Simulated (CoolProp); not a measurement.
The fluid at 497.6 K and 0.342 MPa is throttled through a valve to 0.237 MPa with no heat exchange. The same conditions are run with several fluids, on thermodynamics alone (safety and materials aside).

Computed with CoolProp (reference Helmholtz-energy equation of state of each fluid (sulfur dioxide: Gao 2016; carbon dioxide: Span 1996; n-butane: Bücker 2006; n-heptane: Span 2003)).

Question: Rank sulfur dioxide, carbon dioxide, n-butane, n-heptane by temperature change (K), highest first.

Answer: carbon dioxide (-0.3), n-butane (-0.5), sulfur dioxide (-0.9), n-heptane (-1.2)

```
fluid           final density (kg/m³)
--------------  ---------------------
sulfur dioxide                   3.70
carbon dioxide                   2.53
n-butane                         3.37
n-heptane                        6.01
```
